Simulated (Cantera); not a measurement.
An adiabatic, constant-volume homogeneous reactor starts with CH₄ : O₂ : N₂ = 1 : 2.22 : 8.36 (molar parts), equivalence ratio 0.90, at 1048 K and 500000 Pa. Integrator tolerance rtol = 1e-08.

Cantera simulation using GRI-Mech 3.0 (53 species, 325 reactions); the numbers are that mechanism's predictions, not measurements.

```csv
quantity,before,after
time of steepest temperature rise,77.7 ms,21.1 ms
temperature at 5.00 s,2840 K,2906 K
equilibrium temperature,2840 K,2906 K
x(CH₄) at 5.00 s,<1e-12 (gas-phase equilibrium <1e-12),<1e-12 (gas-phase equilibrium <1e-12)
x(O₂) at 5.00 s,0.0223 (gas-phase equilibrium 0.0223),0.0201 (gas-phase equilibrium 0.0201)
x(CH₂O) at 5.00 s,8.17e-10 (gas-phase equilibrium 8.17e-10),1.65e-9 (gas-phase equilibrium 1.65e-9)
x(CO₂) at 5.00 s,0.0639 (gas-phase equilibrium 0.0639),0.0682 (gas-phase equilibrium 0.0682)
x(C₂H₂) at 5.00 s,<1e-12 (gas-phase equilibrium <1e-12),<1e-12 (gas-phase equilibrium <1e-12)
x(HCN) at 5.00 s,1.91e-9 (gas-phase equilibrium 1.91e-9),3.30e-9 (gas-phase equilibrium 3.30e-9)
x(CO) at 5.00 s,0.0207 (gas-phase equilibrium 0.0207),0.0168 (gas-phase equilibrium 0.0168)
```

Task: Which change was made?
A. O2 2.22 to 1.7 parts
B. pressure from 500000 Pa to 140000 Pa
C. N2 8.36 to 12 parts
D. pressure from 500000 Pa to 1600000 Pa

Result: D, pressure from 500000 Pa to 1600000 Pa
